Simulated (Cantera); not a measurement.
Feed: 1 mol TiO2, 1.2 mol C, 1.8 mol H2, 3.9 mol CH4, at 1.33 mbar.

Equilibrium computed with Cantera from the NASA thermochemical tables; the gas is ideal and each condensed phase is pure. Candidate condensed phases: C, C6H6, C7H8, C8H18, H2O, Ti, TiC, TiO, TiO2, Ti2O3, Ti3O5, Ti4O7; 113 gas species. TiC: taken at fixed stoichiometry. Rates play no part.

**Question.** At 2050 K, list the 4 most abundant gas species with their mole fractions, and the condensed phases.

**Answer.** H2 0.777, CO 0.168, H 0.0548, C2H2 (acetylene) 0.000825. Condensed: C(graphite) + TiC(s).
